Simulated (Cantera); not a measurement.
## Thermodynamics of calcination and drying, feed Na2CO3 + H2 + O2

Feed: 1 mol Na2CO3, 0.068 mol H2, 1 mol O2, equilibrated at 150000 Pa.

Cantera equilibrium calculation (NASA polynomials, part measured and part estimated; ideal gas, pure solids and liquids). Candidate condensed phases: C, C6H6, C7H8, C8H18, H2O, Na, NaOH, NaO2, Na2CO3, Na2O, Na2O2; 117 gas species. Equilibrium is a limit: real reactors are often held back by kinetics, nucleation or transport.

```json
[
 {"T (K)": "800", "x O2": "0.934", "x Na": "<1e-12", "x CO2": "2.73e-8", "x NaOH": "5.00e-8", "x H2O": "0.0658", "x NaO": "<1e-12", "n Na2CO3(s)": "1.00", "n Na2CO3(l)": "0"},
 {"T (K)": "900", "x O2": "0.934", "x Na": "<1e-12", "x CO2": "6.18e-7", "x NaOH": "1.17e-6", "x H2O": "0.0658", "x NaO": "<1e-12", "n Na2CO3(s)": "1.000", "n Na2CO3(l)": "0"},
 {"T (K)": "1000", "x O2": "0.934", "x Na": "3.74e-11", "x CO2": "7.39e-6", "x NaOH": "1.42e-5", "x H2O": "0.0658", "x NaO": "2.94e-11", "n Na2CO3(s)": "1.000", "n Na2CO3(l)": "0"},
 {"T (K)": "1100", "x O2": "0.934", "x Na": "2.03e-9", "x CO2": "5.52e-5", "x NaOH": "0.000107", "x H2O": "0.0657", "x NaO": "1.23e-9", "n Na2CO3(s)": "1.000", "n Na2CO3(l)": "0"},
 {"T (K)": "1200", "x O2": "0.934", "x Na": "5.17e-8", "x CO2": "0.000270", "x NaOH": "0.000530", "x H2O": "0.0655", "x NaO": "2.53e-8", "n Na2CO3(s)": "0", "n Na2CO3(l)": "1.000"},
 {"T (K)": "1300", "x O2": "0.932", "x Na": "7.71e-7", "x CO2": "0.000996", "x NaOH": "0.00197", "x H2O": "0.0646", "x NaO": "3.14e-7", "n Na2CO3(s)": "0", "n Na2CO3(l)": "0.999"},
 {"T (K)": "1400", "x O2": "0.929", "x Na": "7.70e-6", "x CO2": "0.00299", "x NaOH": "0.00590", "x H2O": "0.0624", "x NaO": "2.68e-6", "n Na2CO3(s)": "0", "n Na2CO3(l)": "0.997"},
 {"T (K)": "1500", "x O2": "0.920", "x Na": "5.64e-5", "x CO2": "0.00751", "x NaOH": "0.0148", "x H2O": "0.0573", "x NaO": "1.71e-5", "n Na2CO3(s)": "0", "n Na2CO3(l)": "0.992"},
 {"T (K)": "1600", "x O2": "0.904", "x Na": "0.000324", "x CO2": "0.0161", "x NaOH": "0.0317", "x H2O": "0.0476", "x NaO": "8.62e-5", "n Na2CO3(s)": "0", "n Na2CO3(l)": "0.983"},
 {"T (K)": "1700", "x O2": "0.878", "x Na": "0.00155", "x CO2": "0.0295", "x NaOH": "0.0570", "x H2O": "0.0331", "x NaO": "0.000366", "n Na2CO3(s)": "0", "n Na2CO3(l)": "0.967"},
 {"T (K)": "1800", "x O2": "0.844", "x Na": "0.00645", "x CO2": "0.0460", "x NaOH": "0.0840", "x H2O": "0.0171", "x NaO": "0.00136", "n Na2CO3(s)": "0", "n Na2CO3(l)": "0.947"},
 {"T (K)": "1900", "x O2": "0.802", "x Na": "0.0237", "x CO2": "0.0639", "x NaOH": "0.0991", "x H2O": "0.00628", "x NaO": "0.00449", "n Na2CO3(s)": "0", "n Na2CO3(l)": "0.922"},
 {"T (K)": "2000", "x O2": "0.722", "x Na": "0.0745", "x CO2": "0.0919", "x NaOH": "0.0953", "x H2O": "0.00191", "x NaO": "0.0124", "n Na2CO3(s)": "0", "n Na2CO3(l)": "0.874"},
 {"T (K)": "2100", "x O2": "0.548", "x Na": "0.200", "x CO2": "0.151", "x NaOH": "0.0699", "x H2O": "0.000452", "x NaO": "0.0270", "n Na2CO3(s)": "0", "n Na2CO3(l)": "0.711"}
]
```
x: gas mole fraction; n: condensed amount in mol.

From 800 K to 1100 K the condensed part is Na2CO3(s). From 1200 K to 2100 K the condensed part is Na2CO3(l). The main Na-bearing gas is NaOH at 800 K and Na at 2100 K.
